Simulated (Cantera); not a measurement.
Cantera with NASA thermochemical tables; ideal gases at 1 bar, condensed phases pure. Values are per mole of reaction as written; species without (g) are pure solids or liquids, kept so even where they would boil at 1 bar.

Cl2(g) + Ti2O3 + TiCl4 → 3 TiOCl2(g), with ΔH° = 688.2 kJ and ΔS° = 409.6 J/K at 300 K.

**Question.** How far is the shortcut ΔG° ≈ ΔH°(300 K) − T·ΔS°(300 K) from the full temperature-dependent value at 375, 400, 425, 450, 475, 500, 525 K?

**Answer.** 
```json
[
 {"T (K)": "375", "shortcut (kJ)": "534.6", "full (kJ)": "535.1", "difference (kJ)": "-0.5", "difference in log10 K": "0.07"},
 {"T (K)": "400", "shortcut (kJ)": "524.4", "full (kJ)": "525.3", "difference (kJ)": "-0.9", "difference in log10 K": "0.12"},
 {"T (K)": "425", "shortcut (kJ)": "514.1", "full (kJ)": "515.6", "difference (kJ)": "-1.4", "difference in log10 K": "0.18"},
 {"T (K)": "450", "shortcut (kJ)": "503.9", "full (kJ)": "506.0", "difference (kJ)": "-2.1", "difference in log10 K": "0.24"},
 {"T (K)": "475", "shortcut (kJ)": "493.6", "full (kJ)": "496.5", "difference (kJ)": "-2.8", "difference in log10 K": "0.31"},
 {"T (K)": "500", "shortcut (kJ)": "483.4", "full (kJ)": "487.2", "difference (kJ)": "-3.8", "difference in log10 K": "0.39"},
 {"T (K)": "525", "shortcut (kJ)": "473.2", "full (kJ)": "477.9", "difference (kJ)": "-4.8", "difference in log10 K": "0.47"}
]
```
The shortcut ignores the heat-capacity change of the reaction.
